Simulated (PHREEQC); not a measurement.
# Copper plating or etch bath: an equilibrium model

Consider water at 25 °C with 0.044 mol/kgw Cu(NO3)2, 0.017 mol/kgw H2SO4 and 0.0043 mol/kgw FeCl3. Closed to the air; pH follows from the charge balance.

The numbers come from PHREEQC with the ion-association model, phreeqc.dat.

```
Property                 Result
----------------  -------------
pH                         1.63
ionic strength    0.162 mol/kgw
density             1.005 g/cm³
total alkalinity   -42.6 meq/kg
```

```
species     molality  activity   log γ
----------  --------  --------  ------
NO3-          0.0880    0.0627  -0.147
Cu+2          0.0394    0.0137  -0.458
H+            0.0291    0.0234  -0.094
Cl-           0.0123   0.00902  -0.136
SO4-2        0.00488   0.00154  -0.501
HSO4-        0.00464   0.00351  -0.122
CuSO4        0.00415   0.00431   0.016
FeSO4+       0.00274   0.00206  -0.124
Fe+3        0.000853  0.000122  -0.844
CuCl+       0.000454  0.000333  -0.134
FeHSO4+2    0.000397  0.000129  -0.487
FeOH+2      0.000105   3.36e-5  -0.495
FeCl+2      0.000104   3.33e-5  -0.495
Fe(SO4)2-    9.19e-5   6.95e-5  -0.122
Fe2(OH)2+4   2.68e-6   3.03e-8  -1.946
```

This is a speciation only: nothing precipitates in the calculation. Examples of supersaturated solids here: Hematite (slow to form), Goethite (slow to form). Others may be too. Species that the database lacks are ignored.
